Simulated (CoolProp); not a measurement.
Model: reference Helmholtz-energy equation of state, Akasaka 2022, in CoolProp.

Q: For R1233zd(E), give the phase and the density (kg/m³), cp (kJ/(kg K)), isothermal compressibility (1/MPa), expansivity (1/kK) at 7.05 °C and 416 kPa; 7.05 °C and 610 kPa; 7.05 °C and 6100 kPa.

A: 
- 7.05 °C and 416 kPa: liquid; density 1310, cp 1.15, isothermal compressibility 0.00189, expansivity 1.76
- 7.05 °C and 610 kPa: liquid; density 1310, cp 1.15, isothermal compressibility 0.00188, expansivity 1.76
- 7.05 °C and 6100 kPa: liquid; density 1320, cp 1.14, isothermal compressibility 0.00169, expansivity 1.64
